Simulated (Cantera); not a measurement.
Input: 1 mol Cu2O, 3 mol H2, 13 mol N2, equilibrated at 1175 K and 5.00 mbar.

Method: chemical equilibrium by Gibbs-energy minimisation in Cantera with the NASA 1993 tables (ideal gas, pure condensed phases). Candidate condensed phases: Cu, CuO, Cu(OH)2, Cu2O, H2O; 27 gas species. Equilibrium is a limit: real reactors are often held back by kinetics, nucleation or transport.

Base state: N2 0.812, H2 0.125, H2O 0.0625 (mole fractions); condensed: Cu(s).

Problem. What changes in the equilibrium state with this change: Cu2O replaced by FeS2?

Solution. 
```json
[
 {"species": "N2", "before": "0.812", "after": "0.801"},
 {"species": "H2", "before": "0.125", "after": "0.151"},
 {"species": "H2S", "before": "0", "after": "0.0339"},
 {"species": "H2O", "before": "0.0625", "after": "0"},
 {"species": "S2", "before": "0", "after": "0.0138"},
 {"species": "SH", "before": "0", "after": "0.000142"},
 {"species": "Cu(s), mol", "before": "2.00", "after": "0"},
 {"species": "FeS(s), mol", "before": "0", "after": "1.00"}
]
```
FeS: taken at fixed stoichiometry. Gases not in the tables: S3 to S7. Further candidate phases: Fe, FeS, FeS2, S.

Problem. What changes in the equilibrium state with this change: temperature from 1175 K to 1798 K?

Solution. 
```
species      before     after
----------  -------  --------
N2            0.812     0.726
H2            0.125     0.111
Cu          1.21e-6     0.106
H2O          0.0625    0.0558
Cu2           <1e-9  0.000201
OH          2.14e-9   5.48e-5
Cu(s), mol     2.00         0
Cu(l), mol        0    0.0971
```
